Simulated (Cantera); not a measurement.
Charge: 1 mol BN, 11 mol H2O, 1.5 mol NF3, equilibrated at 0.0100 bar.

Cantera equilibrium calculation (NASA polynomials, part measured and part estimated; ideal gas, pure solids and liquids). Candidate condensed phases: B, BN, B2O3, B3O3H3, H2O; 62 gas species. Gases not in the tables: H3BO3. Rates play no part. All values below are at 1698 K.

Base state: H2O 0.570, HF 0.257, N2 0.0811, BOF 0.0355, HBO2 0.0292, O2 0.0241, OH 0.00158, H2 0.000722 (mole fractions); condensed: gas only.

Problem. What changes in the equilibrium state with this change: NF3 from 1.5 to 1.2 mol?

Solution. 
```csv
species,before,after
H2O,0.570,0.628
HF,0.257,0.214
N2,0.0811,0.0754
O2,0.0241,0.0104
HBO2,0.0292,0.0355
BOF,0.0355,0.0328
BF3,4.20e-5,2.45e-5
H2,0.000722,0.00121
NO,0.000313,0.000199
O,6.80e-5,4.47e-5
B2O3,8.92e-5,0.000120
```
